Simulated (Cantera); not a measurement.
A jet of 7.09 % CH4, 17.2 % O2, 75.7 % N2 at 300 K and 50.3 Torr hits a platinum plate 3.2 cm away at a mass flux of 0.065 kg/m²/s; the plate temperature is set and raised in steps from an oxygen-covered start.

Model: Deutschmann's 1995 Pt surface mechanism with GRI-Mech 3.0 gas chemistry, integrated in Cantera. Catalytic surfaces can have several steady states; this one follows from the mechanism file's or the stated starting coverage.

One state of this run: wall x CH4 = 0.0341; wall x O2 = 0.0934; wall x H2O = 0.0690; wall x OH = 3.73e-7; wall x CO = 2.60e-5; wall x CO2 = 0.0454; θ free Pt = 0.368; θ O* = 0.630; θ OH* = 0.00148. x: mole fraction at the wall; θ: surface coverage.

Task: Which value of plate T (K) does it belong to?
A. 900
B. 1000
C. 1100
D. 1150

Result: B, 1000
